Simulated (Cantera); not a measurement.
Gas mixture: O2 = 0.74 (molar parts), at 7500 Torr, frozen composition.

Cantera's kinetic-theory transport with the Lennard-Jones parameters of GRI-Mech 3.0, ideal gas; thermal conductivity in the multicomponent form.

One state of this run: ρ (kg/m³) = 4.53; cp (J/kg/K) = 1065; μ (µPa s) = 43.0; λ (mW/m/K) = 64.6; Pr = 0.709; D (cm²/s) H = 0.784; D (cm²/s) O = 0.197; D (cm²/s) NH3 = 0.153. D: mixture-averaged diffusion coefficient of that species in the mixture.

Problem. Which value of T (K) does it belong to?
A) 1000
B) 700
C) 400
D) 850

Solution. D, 850
